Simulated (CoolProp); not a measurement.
Saturation properties of CH3F (R41).

Model: reference Helmholtz-energy equation of state, Lemmon 2006, in CoolProp. It is a short technical equation, of lower accuracy than the large ones.

| T (K) | p (MPa) | liquid density (kg/m³) | vapour density (kg/m³) | liquid cp (kJ/(kg K)) | surface tension (mN/m) |
|---|---|---|---|---|---|
| 201.1 | 0.1417 | 867.9 | 3.044 | 2.082 | 14.5 |
| 212.8 | 0.2491 | 842.3 | 5.176 | 2.111 | 12.7 |
| 224.4 | 0.4091 | 815.6 | 8.301 | 2.153 | 11.0 |
| 236 | 0.6378 | 787.2 | 12.76 | 2.212 | 9.30 |
| 247.6 | 0.9521 | 756.7 | 19.00 | 2.295 | 7.68 |
| 259.2 | 1.370 | 723.5 | 27.64 | 2.412 | 6.13 |
| 270.9 | 1.918 | 686.4 | 39.74 | 2.587 | 4.63 |
| 282.5 | 2.610 | 644.5 | 56.74 | 2.867 | 3.24 |

It boils at 194.8 K under 1 atm.

Surface tension comes from a separate correlation (Mulero 2012).
